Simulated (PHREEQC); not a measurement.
KOH is added in steps, without added water, to 1 kg of water holding 0.039 mol Cu(NO3)2 and 0.00067 mol HBF4, at 20 °C. Oxygen is held at 0.21 atm. The system is closed to CO2. Solids allowed: Tenorite, Cu2(OH)3NO3, CuF2:2H2O. Others were left out.

Base run: PHREEQC, ion-association model, wateq4f.dat. Each further column changes one thing. The table gives pH.

| KOH added (mol) | base | Debye-Hückel limiting law | Davies equation for every ion | all activity coefficients set to 1 |
|---|---|---|---|---|
| 0 | 2.96 | 3.02 | 2.98 | 2.90 |
| 0.008344 | 4.82 | 4.97 | 4.83 | [?] |
| 0.01669 | 4.86 | 4.99 | 4.88 | [?] |
| 0.02503 | 4.90 | 5.02 | 4.92 | 4.63 |
| 0.03338 | 4.93 | 5.05 | 4.94 | 4.71 |
| 0.04172 | 4.96 | 5.08 | 4.98 | 4.82 |
| 0.04728 | 4.99 | 5.11 | 5.01 | 4.92 |
| 0.05563 | 5.05 | 5.17 | 5.07 | 4.99 |
| 0.06397 | 5.14 | 5.25 | 5.15 | 5.03 |
| 0.07231 | 5.29 | 5.39 | 5.30 | 5.11 |
| 0.08066 | 6.55 | 6.65 | 6.57 | [?] |
| 0.089 | 11.94 | 11.90 | 11.95 | [?] |

Task: Complete the blanks.

Result: 
- 0.008344, all activity coefficients set to 1: 4.50
- 0.01669, all activity coefficients set to 1: 4.56
- 0.08066, all activity coefficients set to 1: 6.39
- 0.089, all activity coefficients set to 1: 12.05

Real BF4- forms and hydrolyses slowly; the run takes it at equilibrium. The database's constant for dissolved Cu(OH)2 is higher than later reviews accept.
